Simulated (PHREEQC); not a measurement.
Consider water at 25 °C with 0.0477 mol/kgw HBr. It is in equilibrium with CO2 at log p = -3.5 (atm). Otherwise closed; pH follows from the charge balance.

The numbers come from PHREEQC with the ion-association model, phreeqc.dat.

| Property | Value |
|---|---|
| pH | 1.39 |
| ionic strength | 0.0477 mol/kgw |
| specific conductance | 17700 µS/cm |
| total alkalinity | -47.7 meq/kg |

```tsv
species	molality	activity	log γ
H+	0.0477	0.0408	-0.068
Br-	0.0477	0.0386	-0.092
CO2	1.06e-5	1.08e-5	0.005
```

Precipitation was switched off in this run. Complexes and solids missing from the database can't appear.
